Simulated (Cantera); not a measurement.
Thermodynamics of carbon deposition, reforming and gasification, feed C2H6 + CO2 + H2

Input: 1 mol C2H6, 0.52 mol CO2, 15 mol H2, at 71.0 Pa.

Method: chemical equilibrium by Gibbs-energy minimisation in Cantera with the NASA 1993 tables (ideal gas, pure condensed phases). Candidate condensed phases: C, C6H6, C7H8, C8H18, H2O; 110 gas species. The numbers say what is thermodynamically allowed, not how fast it happens.

```
T (K)  log p H2  log p H  log p CO  log p H2O  log p CH4  log p C3  log p C  n C(graphite)
-----  --------  -------  --------  ---------  ---------  --------  -------  -------------
650       -3.18     <-15     -4.95      -4.72      -4.94      <-15     <-15           1.81
850       -3.17   -12.28     -4.41      -6.74      -6.55      <-15     <-15           1.48
1050      -3.17    -9.68     -4.41      -8.33      -7.59      <-15     <-15           1.48
1250      -3.17    -7.90     -4.41      -9.41      -8.31      <-15     <-15           1.48
1450      -3.17    -6.61     -4.41     -10.19      -8.83      <-15     <-15           1.48
1650      -3.17    -5.63     -4.41     -10.78      -9.23    -15.12   -14.49           1.48
1850      -3.18    -4.86     -4.42     -11.25      -9.55    -12.30   -12.03           1.47
2050      -3.21    -4.25     -4.43     -11.65      -9.85    -10.04   -10.06           1.44
2250      -3.30    -3.78     -4.47     -12.07     -10.22     -8.19    -8.44           1.37
2450      -3.50    -3.45     -4.54     -12.59     -10.78     -6.65    -7.08           1.24
2650      -3.87    -3.27     -4.63     -13.27     -11.67     -5.35    -5.93          0.466
2850      -4.37    -3.20     -4.68     -13.68     -13.10     -5.20    -5.27              0
```
log p: log10 of the partial pressure in bar; n: condensed amount in mol.

From 650 K to 2650 K the condensed part is C(graphite). At 2850 K nothing is condensed. The main C-bearing gas is CH4 at 650 K and CO at 2850 K. The share of C in condensed phases is highest at 650 K (71.8 %) and lowest at 2850 K (0.0 %).
